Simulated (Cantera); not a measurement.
## Hydrocarbon pyrolysis for carbon deposition

An isothermal, constant-pressure homogeneous reactor starts with 47.6 % C₂H₆, 52.4 % N₂, at 1748 K and 1.00 atm.

Computed with Cantera and GRI-Mech 3.0 (53 species, 325 reactions). GRI-Mech 3.0 stops at C3 and has no aromatics, soot or wall deposition, so with more carbon than oxygen in the feed, carbon stays in small species such as C2H2 where larger ones or solid carbon would form.

```json
[
 {"t (s)": "0.000300", "x C₂H₆": "0.000179", "x C₂H₄": "0.0548", "x C₂H": "3.55e-7", "x H₂": "0.326", "x CH₄": "0.132", "x C₂H₂": "0.168"},
 {"t (s)": "0.000954", "x C₂H₆": "0.000129", "x C₂H₄": "0.0135", "x C₂H": "4.14e-7", "x H₂": "0.357", "x CH₄": "0.122", "x C₂H₂": "0.202"},
 {"t (s)": "0.00304", "x C₂H₆": "9.99e-5", "x C₂H₄": "0.00389", "x C₂H": "4.47e-7", "x H₂": "0.378", "x CH₄": "0.106", "x C₂H₂": "0.213"},
 {"t (s)": "0.00965", "x C₂H₆": "5.35e-5", "x C₂H₄": "0.00365", "x C₂H": "4.72e-7", "x H₂": "0.408", "x CH₄": "0.0767", "x C₂H₂": "0.221"},
 {"t (s)": "0.0307", "x C₂H₆": "1.64e-5", "x C₂H₄": "0.00365", "x C₂H": "5.11e-7", "x H₂": "0.445", "x CH₄": "0.0405", "x C₂H₂": "0.231"},
 {"t (s)": "0.0977", "x C₂H₆": "4.62e-6", "x C₂H₄": "0.00378", "x C₂H": "5.42e-7", "x H₂": "0.467", "x CH₄": "0.0187", "x C₂H₂": "0.236"},
 {"t (s)": "0.311", "x C₂H₆": "3.15e-6", "x C₂H₄": "0.00382", "x C₂H": "5.51e-7", "x H₂": "0.472", "x CH₄": "0.0138", "x C₂H₂": "0.237"},
 {"t (s)": "0.988", "x C₂H₆": "3.13e-6", "x C₂H₄": "0.00382", "x C₂H": "5.51e-7", "x H₂": "0.472", "x CH₄": "0.0137", "x C₂H₂": "0.237"},
 {"t (s)": "3.14", "x C₂H₆": "3.13e-6", "x C₂H₄": "0.00382", "x C₂H": "5.51e-7", "x H₂": "0.472", "x CH₄": "0.0137", "x C₂H₂": "0.237"},
 {"t (s)": "10.0", "x C₂H₆": "3.13e-6", "x C₂H₄": "0.00382", "x C₂H": "5.51e-7", "x H₂": "0.472", "x CH₄": "0.0137", "x C₂H₂": "0.237"}
]
```
x: mole fraction; the columns are a selection and need not sum to one.

Equilibrium at this temperature and pressure: C₂H₆ 2.40e-6, C₂H₄ 0.00291, C₂H 4.17e-7, H₂ 0.474, CH₄ 0.0121, C₂H₂ 0.180 (gas phase only).
